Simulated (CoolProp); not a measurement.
Properties of octamethylcyclotetrasiloxane (D4) along the isobar 2.62 bar.

Model: reference Helmholtz-energy equation of state, Thol 2015, in CoolProp.

| T (K) | phase | cp (kJ/(kg K)) | cv (kJ/(kg K)) | isothermal compressibility (1/MPa) | fugacity coefficient |
|---|---|---|---|---|---|
| 464.1 | liquid | 2.035 | 1.750 | 0.008748 | [?] |
| 475.3 | liquid | 2.066 | 1.777 | [?] | 0.6491 |
| 486.5 | liquid | 2.099 | 1.803 | 0.01267 | 0.8043 |
| 497.6 | gas | 1.843 | 1.782 | 4.572 | 0.8740 |
| 508.8 | gas | 1.862 | 1.805 | 4.476 | 0.8841 |
| 520 | gas | 1.882 | 1.828 | 4.398 | [?] |
| 531.2 | gas | [?] | 1.851 | 4.334 | 0.9015 |
| 542.4 | gas | 1.922 | 1.874 | 4.279 | 0.9089 |
| 553.5 | gas | 1.942 | 1.895 | 4.233 | 0.9156 |
| 564.7 | gas | 1.962 | [?] | 4.193 | 0.9218 |
| 575.9 | gas | [?] | [?] | 4.158 | 0.9274 |
| 587.1 | gas | 2.001 | 1.959 | 4.127 | 0.9326 |
| 598.3 | gas | 2.020 | [?] | 4.101 | 0.9373 |

### Question
Fill in the missing entries.

### Answer

- 464.1, fugacity coefficient: 0.5150
- 475.3, isothermal compressibility (1/MPa): 0.01043
- 520, fugacity coefficient: 0.8932
- 531.2, cp (kJ/(kg K)): 1.902
- 564.7, cv (kJ/(kg K)): 1.917
- 575.9, cp (kJ/(kg K)): 1.981
- 575.9, cv (kJ/(kg K)): 1.938
- 598.3, cv (kJ/(kg K)): 1.979
